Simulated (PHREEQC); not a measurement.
Solution (25 °C): 180 mmol/kgw LiBr. It is in equilibrium with CO2 at log p = -3.4 (atm). Otherwise closed; pH follows from the charge balance.

Computed with PHREEQC (Pitzer model, pitzer.dat).

| Property | Value |
|---|---|
| pH | 5.55 |
| ionic strength | 0.180 mol/kgw |
| activity of water | 0.994 |
| specific conductance | 16400 µS/cm |
| density | 1.008 g/cm³ |
| osmotic coefficient | 0.941 |

| species | molality | activity | log γ |
|---|---|---|---|
| Br- | 0.180 | 0.130 | -0.141 |
| Li+ | 0.180 | 0.145 | -0.093 |
| CO2 | 1.36e-5 | 1.36e-5 | 0.000 |
| H+ | 3.39e-6 | 2.82e-6 | -0.081 |
| HCO3- | 3.38e-6 | 2.18e-6 | -0.191 |
| OH- | 5.49e-9 | 3.57e-9 | -0.186 |

This is a speciation only: nothing precipitates in the calculation.
